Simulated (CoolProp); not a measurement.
Vapour-liquid equilibrium of cyclohexane (1) + toluene (2) at 185.05 °C; x and y are mole fractions of (1).

Values from CoolProp's multi-fluid Helmholtz-energy mixture model, Zhou 2014 and Lemmon 2006; pair parameters Bell 2016.

```
x     bubble pressure (kPa)  y at the bubble point  dew pressure at overall composition x (kPa)  liquid density (mol/L)
----  ---------------------  ---------------------  -------------------------------------------  ----------------------
0.05                  602.5                  0.093                                        587.1                   7.523
0.15                  664.3                  0.250                                        623.9                   7.472
0.25                  721.9                  0.377                                        664.5                   7.422
0.35                  775.7                  0.485                                        709.1                   7.373
0.45                  825.9                  0.580                                        757.6                   7.325
0.55                  873.1                  0.664                                        809.9                   7.279
0.65                  917.4                  0.743                                        865.0                   7.236
0.75                  959.2                  0.817                                        921.4                   7.196
0.85                  998.6                  0.890                                        977.1                   7.160
0.95                   1036                  0.963                                         1029                   7.129
```

No azeotrope shows between x = 0.05 and 0.95.

Pair parameters are fitted to limited data, so mixtures are less certain than the pure fluids.
